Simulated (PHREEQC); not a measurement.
Dissolve 0.0017 mol HF, 0.00046 mol NH3 and 0.25 mol LiCl per kg of water at 60 °C. Closed to the air; pH follows from the charge balance.

Equilibrium calculation in PHREEQC: ion-association model, wateq4f.dat.

This is a speciation only: nothing precipitates in the calculation.

### Question
Estimate the pH.

### Answer
pH 3.40.

### Question
In which forms is F present?

### Answer
F- 57 %, HF 42 % of the F.

At this temperature some constants are extrapolated from 25 °C, and those without enthalpy data are left unchanged.
